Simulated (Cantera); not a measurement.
## Equilibrium for carbothermic reduction: PbO + CO + N₂

Charge: 1 mol PbO, 1.9 mol CO, 0.45 mol N₂, held at 1550 K and 0.0100 bar.

These are equilibrium values from Cantera (NASA tables, ideal gas, pure condensed phases), not measurements of a reactor. Candidate condensed phases: C, Pb, PbO, PbO₂, Pb₃O₄; 27 gas species. Kinetics and transport are ignored.

The x(CO₂) comes out as 0.298, the x(Pb) is 0.298 and the x(CO) is 0.269. The x(N₂) is 0.134 and the x(PbO) is 0.000486. The x(Pb₂) is 1.29e-5, the gas amount comes out as 3.350 mol and the log10 activity of Pb(l) (absent) is -1.12. The log10 activity of C(graphite) (absent) is -5.98.
